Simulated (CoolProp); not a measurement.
Properties of sulfur dioxide along the isobar 12500 kPa (Tc = 430.6 K, pc = 7887 kPa, ω = 0.256).

Values from CoolProp's reference Helmholtz-energy equation of state, Gao 2016.

```json
[
 {"T (K)": "331.2", "phase": "liquid", "density (kg/m³)": "1302", "cv (kJ/(kg K))": "0.7958", "fugacity coefficient": "0.09107"},
 {"T (K)": "348.8", "phase": "liquid", "density (kg/m³)": "1250", "cv (kJ/(kg K))": "0.7915", "fugacity coefficient": "0.1344"},
 {"T (K)": "366.4", "phase": "liquid", "density (kg/m³)": "1194", "cv (kJ/(kg K))": "0.7885", "fugacity coefficient": "0.1884"},
 {"T (K)": "384.1", "phase": "liquid", "density (kg/m³)": "1130", "cv (kJ/(kg K))": "0.7876", "fugacity coefficient": "0.2528"},
 {"T (K)": "401.7", "phase": "liquid", "density (kg/m³)": "1058", "cv (kJ/(kg K))": "0.7901", "fugacity coefficient": "0.3255"},
 {"T (K)": "419.3", "phase": "liquid", "density (kg/m³)": "971.2", "cv (kJ/(kg K))": "0.7985", "fugacity coefficient": "0.4046"},
 {"T (K)": "436.9", "phase": "supercritical", "density (kg/m³)": "855.4", "cv (kJ/(kg K))": "0.8180", "fugacity coefficient": "0.4865"},
 {"T (K)": "454.5", "phase": "supercritical", "density (kg/m³)": "669.2", "cv (kJ/(kg K))": "0.8550", "fugacity coefficient": "0.5653"},
 {"T (K)": "472.1", "phase": "supercritical", "density (kg/m³)": "444.4", "cv (kJ/(kg K))": "0.8293", "fugacity coefficient": "0.6301"},
 {"T (K)": "489.8", "phase": "supercritical", "density (kg/m³)": "341.6", "cv (kJ/(kg K))": "0.7670", "fugacity coefficient": "0.6799"},
 {"T (K)": "507.4", "phase": "supercritical", "density (kg/m³)": "290.6", "cv (kJ/(kg K))": "0.7292", "fugacity coefficient": "0.7201"},
 {"T (K)": "525", "phase": "supercritical", "density (kg/m³)": "258.5", "cv (kJ/(kg K))": "0.7073", "fugacity coefficient": "0.7539"}
]
```
